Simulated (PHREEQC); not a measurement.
Dissolve 0.16 mol/kgw H2SO4, 0.029 mol/kgw K2SO4 and 0.00091 mol/kgw CuSO4 at 92 °C. Closed to the air; pH follows from the charge balance.

Computed with PHREEQC (ion-association model, wateq4f.dat).

Each row changes one thing in this solution. This is a speciation only: nothing precipitates in the calculation.

| case | pH | ionic strength (mol/kgw) | HSO4- (mol/kgw) | SO4-2 (mol/kgw) | KSO4- (mol/kgw) |
|---|---|---|---|---|---|
| as made | 0.96 | 0.207 | 0.179 | 0.00832 | 0.00197 |
| 0.013 mol/kgw HBr added | 0.93 | 0.219 | 0.180 | 0.00783 | 0.00181 |
| H2SO4 from 0.16 to 0.24 mol/kgw | 0.78 | 0.288 | 0.259 | 0.00863 | 0.00177 |
| K2SO4 from 0.029 to 0.0261 mol/kgw | 0.96 | 0.204 | 0.177 | 0.00803 | ? |
| temperature from 92 to 20 °C | 0.88 | 0.260 | 0.152 | 0.0348 | 0.00312 |
| CuSO4 left out | 0.96 | 0.205 | 0.179 | ? | ? |

Task: Fill in the missing entries.

Result: 
- K2SO4 from 0.029 to 0.0261 mol/kgw, KSO4- (mol/kgw): 0.00172
- CuSO4 left out, SO4-2 (mol/kgw): 0.00822
- CuSO4 left out, KSO4- (mol/kgw): 0.00195

Species that the database lacks are ignored. Away from 25 °C the constants follow the database's enthalpies or fits; those with neither stay at their 25 °C values.
